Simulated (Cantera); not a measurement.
Silicon oxide and oxynitride deposition: TEOS + NO + N2O

Feed: 1 mol TEOS, 0.18 mol NO, 0.36 mol N2O, equilibrated at 8.00e-5 bar.

These are equilibrium values from Cantera (NASA tables, ideal gas, pure condensed phases), not measurements of a reactor. Candidate condensed phases: C, C6H6, C7H8, C8H18, H2O, Si, SiC, SiO2, Si2N2O, Si3N4; 151 gas species. The feed counts by its element totals alone. Mutual solubility and eutectic melting of coexisting phases are not modelled. Rates play no part.

From 675 K to 825 K the condensed part is C(graphite) + SiO2(α-quartz). From 875 K to 1025 K the condensed part is C(graphite) + SiO2(β-quartz). From 1075 K to 1125 K the condensed part is C(graphite) + SiO2(β-quartz) + Si2N2O(s).

```
T (K)  log p H2  log p CO  log p N2  log p CO2  log p H2O  log p CH4  n C(graphite)  n SiO2(α-quartz)  n SiO2(β-quartz)  n Si2N2O(s)
-----  --------  --------  --------  ---------  ---------  ---------  -------------  ----------------  ----------------  -----------
675       -4.20     -4.92     -5.54      -5.76      -6.12      -7.24           5.84              1.00                 0            0
725       -4.21     -4.83     -5.55      -6.49      -6.75      -7.71           5.54              1.00                 0            0
775       -4.21     -4.81     -5.56      -7.26      -7.37      -8.11           5.47              1.00                 0            0
825       -4.21     -4.81     -5.56      -7.96      -7.92      -8.46           5.46              1.00                 0            0
875       -4.21     -4.81     -5.56      -8.58      -8.41      -8.78           5.46                 0              1.00            0
925       -4.21     -4.81     -5.56      -9.13      -8.84      -9.07           5.46                 0              1.00            0
975       -4.21     -4.81     -5.56      -9.63      -9.24      -9.32           5.46                 0              1.00            0
1025      -4.21     -4.81     -5.56     -10.07      -9.59      -9.55           5.46                 0              1.00            0
1075      -4.22     -4.72     -5.85     -10.31      -9.85      -9.79           4.83                 0             0.578        0.211
1125      -4.24     -4.66     -6.80     -10.55     -10.09     -10.02           4.19                 0             0.155        0.422
```
log p: log10 of the partial pressure in bar; n: condensed amount in mol.
